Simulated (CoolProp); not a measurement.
Vapour-liquid equilibrium of dimethyl carbonate (1) + n-decane (2) at 186.95 °C; x and y are mole fractions of (1).

Model: multi-fluid Helmholtz-energy mixture model, Zhou 2011 and Lemmon 2006; pair parameters Bell 2016, in CoolProp.

| x | bubble pressure, mixture model (bar) | bubble pressure, Raoult's law (bar) | y, mixture model | y, Raoult's law |
|---|---|---|---|---|
| 0.05 | 2.554 | 1.851 | 0.456 | 0.287 |
| 0.2 | 5.150 | 3.237 | 0.741 | 0.657 |
| 0.35 | 6.724 | 4.622 | 0.813 | 0.805 |
| 0.5 | 7.757 | 6.008 | 0.851 | 0.884 |
| 0.65 | 8.594 | 7.394 | 0.883 | 0.934 |
| 0.8 | 9.426 | 8.780 | 0.921 | 0.968 |
| 0.95 | 10.32 | 10.17 | 0.975 | 0.993 |

The largest gap from Raoult's law is +59.1 % in bubble pressure, at x = 0.2. No azeotrope shows between x = 0.05 and 0.95.

Pair parameters are fitted to limited data, so mixtures are less certain than the pure fluids. With so large a gap from Raoult's law the liquid may split in two, which this calculation doesn't test in full.
